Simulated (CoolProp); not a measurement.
Methane at 293.15 K and 0.751 MPa is throttled through a valve to 0.417 MPa with no heat exchange. Each further row changes one setting.

Model: reference Helmholtz-energy equation of state, Setzmann 1991, in CoolProp.

```json
[
 {"case": "as stated", "temperature change (K)": "-1.5", "final density (kg/m³)": "(withheld)"},
 {"case": "outlet pressure 0.125 MPa", "temperature change (K)": "(withheld)", "final density (kg/m³)": "(withheld)"},
 {"case": "outlet pressure 0.542 MPa", "temperature change (K)": "(withheld)", "final density (kg/m³)": "(withheld)"}
]
```

Problem. Some entries are withheld; supply them.

Solution. 
- as stated, final density (kg/m³): 2.78
- outlet pressure 0.125 MPa, temperature change (K): -2.9
- outlet pressure 0.125 MPa, final density (kg/m³): 0.833
- outlet pressure 0.542 MPa, temperature change (K): -0.9
- outlet pressure 0.542 MPa, final density (kg/m³): 3.62
